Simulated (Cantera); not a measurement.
# Gas activation for diamond growth

An isothermal, constant-pressure homogeneous reactor starts with CH4 : H2 = 0.035 : 1 (molar parts), at 1450 K and 2500 Pa.

Detailed kinetics in Cantera: GRI-Mech 3.0 (53 species, 325 reactions). GRI-Mech 3.0 stops at C3 and has no aromatics, soot or wall deposition, so with more carbon than oxygen in the feed, carbon stays in small species such as C2H2 where larger ones or solid carbon would form. Radical loss at walls, strong at low pressure, is not modelled.

| t (s) | x CH4 | x H2 | x CH2 | x C2H4 | x C2H2 | x H | x C2H6 |
|---|---|---|---|---|---|---|---|
| 1.00e-5 | 0.0338 | 0.966 | <1e-12 | <1e-12 | <1e-12 | 1.90e-9 | <1e-12 |
| 8.18e-5 | 0.0338 | 0.966 | <1e-12 | <1e-12 | <1e-12 | 1.69e-8 | <1e-12 |
| 0.000669 | 0.0338 | 0.966 | <1e-12 | <1e-12 | <1e-12 | 1.44e-7 | <1e-12 |
| 0.00547 | 0.0338 | 0.966 | <1e-12 | 7.69e-11 | <1e-12 | 1.19e-6 | 1.36e-10 |
| 0.0447 | 0.0338 | 0.966 | 5.16e-11 | 4.63e-8 | 8.68e-10 | 9.58e-6 | 4.30e-8 |
| 0.366 | 0.0337 | 0.966 | 1.14e-9 | 1.23e-5 | 8.45e-6 | 4.53e-5 | 9.51e-7 |
| 2.99 | 0.0330 | 0.967 | 1.28e-9 | 2.46e-5 | 0.000346 | 4.86e-5 | 1.02e-6 |
| 24.5 | 0.0280 | 0.969 | 1.14e-9 | 4.71e-5 | 0.00277 | 5.00e-5 | 7.59e-7 |
| 200 | 0.0117 | 0.978 | 5.91e-10 | 0.000125 | 0.0106 | 5.58e-5 | 1.73e-7 |
x: mole fraction; the columns are a selection and need not sum to one.

Equilibrium at this temperature and pressure: CH4 0.00427, H2 0.981, CH2 2.46e-10, C2H4 0.000164, C2H2 0.0141, H 5.97e-5, C2H6 5.15e-8 (gas phase only).
